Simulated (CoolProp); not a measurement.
Computed with CoolProp (reference Helmholtz-energy equation of state, Platzer 1990). This equation is an older, rougher fit.

Problem. For CF4 (R14), give the phase and the cv (kJ/(kg K)) at 227 K and 0.745 MPa; 271.8 K and 0.745 MPa; 327.9 K and 0.745 MPa.

Solution. 
- 227 K and 0.745 MPa: gas; cv 0.494
- 271.8 K and 0.745 MPa: gas; cv 0.562
- 327.9 K and 0.745 MPa: gas; cv 0.644
